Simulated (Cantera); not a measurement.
Cantera run, input and output.

```python
import numpy as np
import cantera as ct

gas = ct.Solution("gri30.yaml")
gas.TPX = 1400, 1000, {'H2': 0.11, 'O2': 1}
inlet = ct.Reservoir(gas, clone=True)

reactor = ct.IdealGasConstPressureReactor(gas, energy="off", clone=False)
exhaust = ct.Reservoir(gas, clone=True)
tau = [2.9, 1.5, 0.78, 0.4, 0.21, 0.11, 0.055, 0.029, 0.015, 0.0076, 0.0039][0]
for a, b in ((inlet, reactor), (reactor, exhaust)):
    ct.MassFlowController(a, b, mdot=lambda t: reactor.mass / tau)
net = ct.ReactorNet([reactor])
show = ['H2', 'O2', 'HO2', 'OH', 'H2O', 'H2O2']

rows = []
print(f"{'tau/s':>10s}{'T/K':>9s}" + "".join(f"{s:>11s}" for s in show))
for tau in [2.9, 1.5, 0.78, 0.4, 0.21, 0.11, 0.055, 0.029, 0.015, 0.0076, 0.0039]:
    net.initial_time = 0.0
    net.advance(30 * tau)
    before = gas.X
    net.advance(40 * tau)
    drift = np.max(np.abs(gas.X - before) / (gas.X + 1e-9))
    rows.append([gas.T, *gas[show].X, drift])
    print(f"{tau:10.3e}{gas.T:9.1f}" + "".join(f"{x:11.3e}" for x in gas[show].X))
```

Result:

```
     tau/s      T/K         H2         O2        HO2         OH        H2O       H2O2
 2.900e+00   1400.0  2.573e-04  8.901e-01  9.584e-07  3.067e-03  1.020e-01  3.696e-08
 1.500e+00   1400.0  3.894e-04  8.876e-01  1.215e-06  3.777e-03  1.012e-01  4.445e-08
 7.800e-01   1400.0  5.801e-04  8.839e-01  1.490e-06  4.610e-03  1.000e-01  5.239e-08
 4.000e-01   1400.0  8.552e-04  8.786e-01  1.772e-06  5.588e-03  9.840e-02  6.053e-08
 2.100e-01   1400.0  1.211e-03  8.716e-01  2.021e-06  6.620e-03  9.627e-02  6.771e-08
 1.100e-01   1400.0  1.655e-03  8.630e-01  2.225e-06  7.675e-03  9.354e-02  7.356e-08
 5.500e-02   1400.0  2.202e-03  8.528e-01  2.378e-06  8.719e-03  9.015e-02  7.788e-08
 2.900e-02   1400.0  2.749e-03  8.439e-01  2.463e-06  9.522e-03  8.700e-02  8.044e-08
 1.500e-02   1400.0  3.390e-03  8.370e-01  2.512e-06  1.019e-02  8.409e-02  8.269e-08
 7.600e-03   1400.0  4.293e-03  8.327e-01  2.543e-06  1.080e-02  8.142e-02  8.595e-08
 3.900e-03   1400.0  5.739e-03  8.314e-01  2.567e-06  1.146e-02  7.865e-02  9.129e-08
```

Model: GRI-Mech 3.0 (53 species, 325 reactions), integrated in Cantera. Radical loss at walls, strong at low pressure, is not modelled. The temperature is held fixed by assumption; the heat of reaction is taken as removed at once.
